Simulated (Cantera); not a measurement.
Charge: 1 mol SiH2Cl2, a varied amount of H2, equilibrated at 652 °C and 975 Torr.

Equilibrium computed with Cantera from the NASA thermochemical tables; the gas is ideal and each condensed phase is pure. Candidate condensed phases: Si; 19 gas species. The tables' values for SiCl3 are old estimates; treat these amounts as uncertain. Kinetics and transport are ignored.

x: gas mole fraction; n: condensed amount in mol.

```
n(H2) (mol)   x H2  x SiCl4  x SiHCl3    x HCl  n Si(s)
-----------  -----  -------  --------  -------  -------
8.2          0.938   0.0306    0.0254  0.00410    0.438
12           0.954   0.0209    0.0193  0.00376    0.435
17           0.966      ___       ___      ___    0.434
25           0.975      ___       ___      ___    0.433
35           0.982  0.00642   0.00807  0.00284    0.433
51           0.987  0.00412   0.00580  0.00255    0.435
74           0.990  0.00261   0.00413  0.00228    0.439
110          0.993  0.00158   0.00284  0.00201    0.446
```

Q: What belongs in the gaps?

A: 
- 25, x SiCl4: 0.00943
- 25, x SiHCl3: 0.0107
- 25, x HCl: 0.00311
- 17, x SiCl4: 0.0144
- 17, x SiHCl3: 0.0147
- 17, x HCl: 0.00345
